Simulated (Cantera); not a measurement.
Feed: 1 mol SiC, 0.029 mol N2, at 2300 °C and 3.50 Pa.

These are equilibrium values from Cantera (NASA tables, ideal gas, pure condensed phases), not measurements of a reactor. Candidate condensed phases: C, Si, SiC, Si3N4; 20 gas species. The tables' values for SiN are old estimates; treat these amounts as uncertain. Equilibrium is a limit: real reactors are often held back by kinetics, nucleation or transport.

Base state: Si 0.690, SiC2 0.220, C3 0.0429, N2 0.0240, C 0.0126, CN 0.00487, C2 0.00400, Si2C 0.00125 (mole fractions); condensed: C(graphite).

Question: What changes in the equilibrium state with this change: temperature from 2300 °C to 2552 °C?

Answer: 
```tsv
species	before	after
Si	0.690	0.629
C3	0.0429	0.123
C	0.0126	0.115
SiC2	0.220	0.0800
C2	0.00400	0.0260
CN	0.00487	0.0108
N2	0.0240	0.0151
Si2C	0.00125	9.99e-5
N	1.48e-5	8.73e-5
Si2	6.12e-5	1.38e-5
C(graphite), mol	0.347	0
```
